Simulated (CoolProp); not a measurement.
Properties of chlorine along the isobar 1.01 bar.

Computed with CoolProp (reference Helmholtz-energy equation of state, Thol 2021).

```csv
T (K),phase,density (kg/m³),cp (kJ/(kg K)),Joule-Thomson coefficient (K/MPa)
266.8,gas,3.289,0.4868,39.10
279.1,gas,3.135,___,34.95
291.5,gas,2.996,0.4894,31.36
303.9,gas,2.868,0.4908,28.28
316.2,gas,2.753,0.4923,25.63
328.6,gas,2.645,0.4938,___
341,gas,2.547,0.4953,21.26
353.3,gas,2.456,0.4968,19.47
365.7,gas,2.371,0.4982,17.89
378.1,gas,2.291,0.4996,16.48
390.4,gas,2.218,0.5009,___
402.8,gas,2.148,0.5022,14.14
415.2,gas,2.083,0.5034,13.16
```

Task: Complete the blanks.

Result: 
- 279.1, cp (kJ/(kg K)): 0.4880
- 328.6, Joule-Thomson coefficient (K/MPa): 23.30
- 390.4, Joule-Thomson coefficient (K/MPa): 15.25
